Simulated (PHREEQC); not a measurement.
KOH is added in steps, without added water, to 1 kg of water holding 2.6 mmol/kgw MnSO4, 25 mmol/kgw NiCl2, 0.03 mmol/kgw NaHCO3 and 0.13 mmol/kgw Na2SO4, at 20 °C. No oxygen is let in. No CO2 enters from the air. Nothing may precipitate in this run.

Base run: PHREEQC, ion-association model, wateq4f.dat. Each further column changes one thing. The table gives Ni+2 (mol/kgw).

```tsv
KOH added (mol)	base	diluted 2-fold with water	NaHCO3 left out	solids may form
0	0.0227	0.0117	0.0227	0.0227
0.007125	0.0187	0.00780	0.0187	0.0194
0.01425	0.0152	0.00455	0.0152	0.0161
0.02138	0.0120	0.00174	0.0120	0.0128
0.0285	0.00890	0.000142	0.00891	0.00960
0.03562	0.00605	2.85e-6	0.00606	0.00638
0.04275	0.00349	8.73e-8	0.00350	0.00319
0.05225	0.000937	6.70e-9	0.000944	2.19e-8
0.05937	0.000169	2.05e-9	0.000171	2.56e-13
0.0665	2.13e-5	8.67e-10	2.15e-5	3.64e-14
0.07362	2.02e-6	4.46e-10	2.02e-6	1.43e-14
0.08075	2.06e-7	2.61e-10	2.07e-7	0
0.08787	3.79e-8	1.67e-10	3.79e-8	0
0.095	1.06e-8	1.14e-10	1.06e-8	0
```

In at least one series the solution becomes supersaturated in solids that the run did not let form, among them Rhodochrosite, Pyrochroite, Ni(OH)2, Ni4(OH)6SO4. The database's Ni(OH)2 is the aged solid; a fresh precipitate is more soluble. Solids allowed in the column 'solids may form': Rhodochrosite, Pyrochroite, Ni(OH)2, NiCO3, Ni4(OH)6SO4, Halite, Mirabilite, Morenosite, Nahcolite, Natron.
